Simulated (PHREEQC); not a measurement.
Consider water at 20 °C with 0.11 mol KHCO3, 3.3e-05 mol Na2SO4 and 0.0018 mol LiCl per kg of water. Closed to the air; pH follows from the charge balance.

Equilibrium calculation in PHREEQC: ion-association model, phreeqc.dat.

**Question.** The ionic strength comes out as 0.113 mol/kgw. What activity coefficients do KSO4-, SO4-2, Cl-, HCO3-, OH- get?

**Answer.** KSO4- 0.78, SO4-2 0.36, Cl- 0.76, HCO3- 0.78, OH- 0.75.

No solid was allowed to form. Complexes and solids missing from the database can't appear.
